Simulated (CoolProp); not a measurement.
Vapour-liquid equilibrium of CH2F2 (R32) (1) + R134a (2) at 14.05 °C; x and y are mole fractions of (1).

The numbers come from the multi-fluid Helmholtz-energy mixture model, Tillner-Roth 1997 and Tillner-Roth 1994; pair parameters Lemmon 2004 in CoolProp.

```
x     bubble pressure (kPa)  y at the bubble point  dew pressure at overall composition x (kPa)  liquid density (mol/L)
----  ---------------------  ---------------------  -------------------------------------------  ----------------------
0.05                  511.3                  0.110                                        490.1                   12.44
0.2                   623.3                  0.364                                        546.3                   13.17
0.35                  734.8                  0.546                                        615.8                   13.99
0.5                   847.2                  0.686                                        703.2                   14.93
0.65                  962.2                  0.799                                        815.6                   16.01
0.8                    1081                  0.894                                        963.4                   17.26
0.95                   1204                  0.975                                         1163                   18.75
```

No azeotrope shows between x = 0.05 and 0.95.

Pair parameters are fitted to limited data, so mixtures are less certain than the pure fluids.
